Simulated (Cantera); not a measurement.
A closed system holds: 1 mol Cu, 7.3 mol F₂, 3.1 mol H₂, at 10.0 mbar.

Equilibrium computed with Cantera from the NASA thermochemical tables; the gas is ideal and each condensed phase is pure. Candidate condensed phases: Cu, CuF₂; 15 gas species. Rates play no part.

log p: log10 of the partial pressure in bar; n: condensed amount in mol.

| T (°C) | log p HF | log p F | log p F₂ | log p CuF₂ | log p CuF | log p H₂F₂ | n CuF₂(s) |
|---|---|---|---|---|---|---|---|
| 452 | -2.18 | -3.87 | -2.48 | -10.03 | <-14 | -8.19 | 1.00 |
| 527 | -2.19 | ___ | -2.51 | ___ | <-14 | ___ | 1.000 |
| 602 | -2.21 | ___ | ___ | ___ | <-14 | ___ | 1.000 |
| 677 | -2.24 | -2.61 | -2.75 | -5.62 | <-14 | -8.80 | 0.997 |
| 752 | -2.27 | -2.43 | -3.05 | -4.60 | -12.87 | -8.99 | 0.971 |
| 827 | -2.30 | -2.35 | -3.47 | -3.73 | -10.90 | -9.14 | 0.768 |
| 902 | -2.34 | -2.34 | -3.96 | -3.13 | -9.29 | -9.30 | 0 |
| 977 | -2.34 | -2.33 | -4.38 | -3.13 | -8.41 | -9.38 | 0 |
| 1052 | -2.34 | -2.33 | -4.76 | -3.13 | -7.61 | -9.45 | 0 |
| 1127 | -2.34 | -2.33 | -5.11 | -3.13 | -6.90 | -9.51 | 0 |

Problem. Complete the blanks.

Solution. 
- 602, log p F: -2.92
- 602, log p F₂: -2.59
- 602, log p CuF₂: -6.82
- 602, log p H₂F₂: -8.60
- 527, log p F: -3.33
- 527, log p CuF₂: -8.27
- 527, log p H₂F₂: -8.40
